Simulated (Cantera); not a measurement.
A diamond (100) surface in a fixed gas of H2 with x(CH4) = 0.015, x(CH3) = 3.2e-05, at 1273 K, 0.0650 bar; coverages are run to steady state.

Detailed kinetics in Cantera: the Harris–Goodwin 1993 mechanism for the reconstructed diamond (100) surface.

θ: site fractions in the mechanism's names (c6HH fully hydrogenated, c6H* and c6*H radical sites, c6** diradical, c6HM methylated).

| x(H) | growth (µm/h) | θ c6HH | θ c6H* | θ c6*H | θ c6** | θ c6HM |
|---|---|---|---|---|---|---|
| 0.0001 | 0.0192 | 0.647 | 0.0286 | 0.320 | 0.00445 | 7.01e-5 |
| 0.00023 | 0.0614 | 0.539 | 0.0369 | 0.413 | 0.0108 | 9.91e-5 |
| 0.00054 | ___ | ___ | 0.0421 | 0.472 | ___ | ___ |
| 0.0013 | 0.252 | 0.425 | 0.0447 | 0.500 | 0.0300 | 0.000148 |
| 0.0029 | 0.393 | 0.406 | 0.0457 | 0.511 | 0.0362 | 0.000155 |
| 0.0068 | 0.630 | 0.397 | 0.0462 | 0.516 | 0.0399 | 0.000148 |
| 0.016 | ___ | 0.393 | 0.0465 | 0.518 | 0.0418 | ___ |
| 0.037 | 1.53 | 0.392 | 0.0469 | 0.519 | 0.0427 | 9.03e-5 |
| 0.085 | 2.03 | 0.391 | 0.0476 | 0.518 | 0.0432 | 5.50e-5 |

Question: Complete the blanks.

Answer: 
- 0.00054, growth (µm/h): 0.140
- 0.00054, θ c6HH: 0.465
- 0.00054, θ c6**: 0.0203
- 0.00054, θ c6HM: 0.000127
- 0.016, growth (µm/h): 1.02
- 0.016, θ c6HM: 0.000125
